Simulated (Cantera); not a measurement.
**Premixed flame**

A freely propagating, adiabatic, planar premixed flame of 3.53 % C3H8, 20.3 % O2, 76.2 % N2, equivalence ratio 0.87, unburnt at 675 K and 1730 Torr; mixture-averaged transport, grid criteria slope 0.08 and curve 0.16, no radiation.

Computed with Cantera and GRI-Mech 3.0 (53 species, 325 reactions). GRI-Mech 3.0 was tuned for natural gas; its chemistry of propane as a main component is partial and can be far from experiment. Burning velocities carry a grid error of a few per cent, more on coarse grids.

```tsv
z (mm)	T (K)	u (m/s)	x C3H8	x O2	x H2O2	x CH3	x HO2	x N2O
-0.396	675	1.55	0.0353	0.203	1.28e-8	1.35e-8	9.94e-8	<1e-8
-0.264	676	1.55	0.0352	0.202	1.77e-7	1.58e-7	1.37e-6	<1e-8
-0.198	681	1.56	0.0351	0.201	8.18e-7	7.12e-7	6.39e-6	<1e-8
-0.132	711	1.64	0.0347	0.198	4.88e-6	6.53e-6	3.83e-5	<1e-8
-0.0660	963	2.27	0.0278	0.171	2.90e-5	0.000317	0.000190	1.44e-8
-0.0330	1321	3.19	0.0119	0.133	3.53e-5	0.00160	0.000389	4.74e-8
0	1712	4.23	0.000587	0.0879	3.72e-6	0.00137	0.000290	1.23e-7
0.0330	1897	4.69	1.11e-6	0.0604	7.61e-7	0.000160	5.09e-5	2.37e-7
0.0660	1963	4.84	<1e-8	0.0492	5.76e-7	9.84e-6	2.17e-5	3.29e-7
0.132	2041	4.99	<1e-8	0.0415	4.65e-7	4.93e-8	1.51e-5	3.88e-7
0.264	2136	5.19	<1e-8	0.0367	3.44e-7	<1e-8	1.02e-5	4.13e-7
0.528	2233	5.39	<1e-8	0.0331	2.50e-7	<1e-8	6.44e-6	4.58e-7
1.06	2314	5.56	<1e-8	0.0301	1.97e-7	<1e-8	4.28e-6	5.00e-7
```
x: mole fraction of selected species; z is measured from the peak of heat release.

The laminar burning velocity is 154 cm/s and the thermal thickness is 0.132 mm. The peak x(H2O2) is 3.84e-5, the peak x(CH3) is 0.00203 and the peak x(HO2) is 0.000442. The grid points is 141.
